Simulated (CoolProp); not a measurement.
Vapour-liquid equilibrium of methanol (1) + ethanol (2) at 453.9 K; x and y are mole fractions of (1).

Computed with CoolProp (multi-fluid Helmholtz-energy mixture model, de Reuck 1993 and Schroeder 2014; pair parameters Bell 2016).

```tsv
x	bubble pressure (MPa)	y at the bubble point	dew pressure at overall composition x (MPa)	liquid density (mol/L)
0.05	[?]	0.062	[?]	13.14
0.2	[?]	0.236	2.131	[?]
0.35	2.255	[?]	2.224	14.51
0.5	2.358	0.551	2.323	15.29
0.65	[?]	0.696	2.431	16.15
0.8	2.584	0.833	2.554	17.10
0.95	2.713	0.960	2.702	18.13
```

### Question
Fill in the missing entries.

### Answer

- 0.05, bubble pressure (MPa): 2.049
- 0.05, dew pressure at overall composition x (MPa): 2.042
- 0.2, bubble pressure (MPa): 2.153
- 0.2, liquid density (mol/L): 13.79
- 0.35, y at the bubble point: 0.398
- 0.65, bubble pressure (MPa): 2.467

No azeotrope shows between x = 0.05 and 0.95.

The pair parameters rest on a limited set of measurements; away from them the model extrapolates.
